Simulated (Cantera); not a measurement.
Feed: 1 mol Al(CH3)3, 0.68 mol H2O, 38 mol N2, held at 725 K and 133 Pa.

These are equilibrium values from Cantera (NASA tables, ideal gas, pure condensed phases), not measurements of a reactor. Candidate condensed phases: Al, AlN, Al2O3, C, C6H6, C7H8, C8H18, H2O; 148 gas species. The feed counts by its element totals alone. Rates play no part.

Base state: N2 0.879, H2 0.121, CH4 9.94e-5 (mole fractions); condensed: AlN(s) + Al2O3(s) + C(graphite).

### Question
What changes in the equilibrium state with this change: temperature from 725 K to 1250 K?

### Answer
| species | before | after |
|---|---|---|
| N2 | 0.879 | 0.865 |
| H2 | 0.121 | 0.119 |
| CO | 2.49e-9 | 0.0157 |
| HCN | 3.80e-9 | 4.08e-5 |
| CH4 | 9.94e-5 | 2.09e-7 |
| AlN(s), mol | 0.547 | 1.00 |
| Al2O3(s), mol | 0.227 | 0 |
| C(graphite), mol | 3.00 | 2.32 |

### Question
What changes in the equilibrium state with this change: N2 from 38 to 1.1 mol?

### Answer
```tsv
species	before	after
H2	0.121	0.857
N2	0.879	0.138
CH4	9.94e-5	0.00502
AlN(s), mol	0.547	0.547
Al2O3(s), mol	0.227	0.227
C(graphite), mol	3.00	2.97
```
